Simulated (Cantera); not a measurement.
A freely propagating, adiabatic, planar premixed flame of CH4 : O2 : N2 = 1 : 1.82 : 6.73 (molar parts), equivalence ratio 1.1, unburnt at 500 K and 0.132 atm; mixture-averaged transport, grid criteria slope 0.08 and curve 0.16, no radiation.

Cantera simulation using GRI-Mech 3.0 (53 species, 325 reactions); the numbers are that mechanism's predictions, not measurements. Burning velocities carry a grid error of a few per cent, more on coarse grids.

Question: How do the results move with these cheaper or finer settings: unity-Lewis-number transport; multicomponent transport; multicomponent+Soret transport; grid criteria slope 0.5, curve 1; grid criteria slope 0.25, curve 0.5; grid criteria slope 0.03, curve 0.06?

Answer: 
```csv
setting,laminar burning velocity,thermal thickness,peak x(HCN),peak x(O),grid points
as above,137 cm/s,2.02 mm,5.76e-6,0.00539,154
unity-Lewis-number transport,86.9 cm/s,2.52 mm,4.95e-6,0.00621,144
multicomponent transport,136 cm/s,2.05 mm,5.79e-6,0.00539,154
multicomponent+Soret transport,135 cm/s,2.03 mm,5.63e-6,0.00546,154
"grid criteria slope 0.5, curve 1",155 cm/s,2.32 mm,5.28e-6,0.00589,51
"grid criteria slope 0.25, curve 0.5",143 cm/s,2.12 mm,5.59e-6,0.00562,73
"grid criteria slope 0.03, curve 0.06",135 cm/s,2.00 mm,5.78e-6,0.00533,376
```
The base run took around 17 core-seconds (rough).
Unity Lewis numbers drop preferential diffusion, which matters most where H2 and H carry the flame; Soret adds thermal diffusion.
